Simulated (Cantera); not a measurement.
Standard-state values (1 bar) from the NASA 1993 polynomials, evaluated with Cantera. Values are per mole of reaction as written; species without (g) are pure solids or liquids, kept so even where they would boil at 1 bar.

Task: Between 300 and 1623 K, where is each reaction favourable under standard conditions?
- Fe₂Cl₆(g) → 2 FeCl₂ + Cl₂(g)

Result: 
- Fe₂Cl₆(g) → 2 FeCl₂ + Cl₂(g): ΔG° is -6 kJ at 300 K and 0 kJ at 1623 K; it changes sign more than once. ΔH° is 111 kJ and ΔS° 69 J/K at 1623 K.
